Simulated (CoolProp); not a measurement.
m-xylene along the isobar 5.43 bar: density (kg/m³) from the reference equation and from simpler models built on Tc = 343.7 °C, pc = 35.35 bar, ω = 0.326; each cubic takes its own stable root.

Model: reference Helmholtz-energy equation of state, Zhou 2012, in CoolProp.

```tsv
T (°C)	phase	reference	van der Waals	Redlich-Kwong
-32.75	liquid	908.9	508.0	756.7
-17.25	liquid	896.0	502.1	747.4
-1.75	liquid	883.0	496.0	737.8
13.75	liquid	869.9	489.7	727.7
29.25	liquid	856.6	483.2	717.1
44.65	liquid	843.3	476.5	706.2
60.15	liquid	829.6	469.5	694.6
75.65	liquid	815.8	462.3	682.5
91.15	liquid	801.7	454.7	669.9
106.55	liquid	787.4	446.8	656.7
122.05	liquid	772.7	438.5	642.7
137.55	liquid	757.5	19.50	627.9
153.05	liquid	741.9	18.53	612.3
```

At some of these states van der Waals gives the other phase, because its saturation line lies elsewhere.
